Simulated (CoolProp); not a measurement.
Computed with CoolProp (reference Helmholtz-energy equation of state, Setzmann 1991).

Task: For methane, give the phase and the Prandtl number at 504.1 K and 1.2 bar.

Result: 
- 504.1 K and 1.2 bar: gas; Prandtl number 0.719

Viscosity comes from a separate model (Quiñones-Cisneros 2006). Thermal conductivity comes from a separate model (Friend 1989).
